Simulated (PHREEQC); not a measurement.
# Buffer (model solution)

A solution holds 0.0016 mol NaHCO3 and 0.00011 mol Na2HPO4 per kg of water, at 41 °C. Closed to the air; pH follows from the charge balance.

All values are PHREEQC results (ion-association model, phreeqc.dat), not measurements.

Precipitation was switched off in this run.

Estimate the pH.

pH 8.23.

In which forms is C present?

HCO3- 98 %, CO3-2 1.2 %, CO2 1.1 % of the C.

Constants without temperature data keep their 25 °C values here.
